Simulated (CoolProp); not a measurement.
n-undecane along the isotherm 346.85 °C: density (kg/m³) from the reference equation and from simpler models built on Tc = 365.7 °C, pc = 1.990 MPa, ω = 0.539; each cubic takes its own stable root.

The numbers come from the reference Helmholtz-energy equation of state, Aleksandrov 2011 in CoolProp. It is a short technical equation, of lower accuracy than the large ones.

```
p (MPa)   phase  reference
-------  ------  ---------
1.66     liquid      395.5
3.32     liquid      437.5
4.98     liquid      458.6
6.63     liquid      473.5
8.29     liquid      485.3
9.95     liquid      495.2
11.6     liquid      503.7
13.3     liquid      511.4
14.9     liquid      518.0
16.6     liquid      524.3
18.2     liquid      529.8
19.9     liquid      535.3
```

Task: How far does each simpler model (van der Waals, Redlich-Kwong, Soave-Redlich-Kwong, Peng-Robinson) lie from the reference over these 12 states: mean and median of the absolute difference, and the worst?

Result: 
- van der Waals: mean 37.6 %, median 33.4 %, worst -78.4 % at 346.85 °C and 1.66 MPa
- Redlich-Kwong: mean 19.3 %, median 13.6 %, worst -75.7 % at 346.85 °C and 1.66 MPa
- Soave-Redlich-Kwong: mean 14.2 %, median 12.7 %, worst -25.4 % at 346.85 °C and 1.66 MPa
- Peng-Robinson: mean 4.2 %, median 2.6 %, worst -16.4 % at 346.85 °C and 1.66 MPa

At some of these states van der Waals, Redlich-Kwong gives the other phase, because its saturation line lies elsewhere.
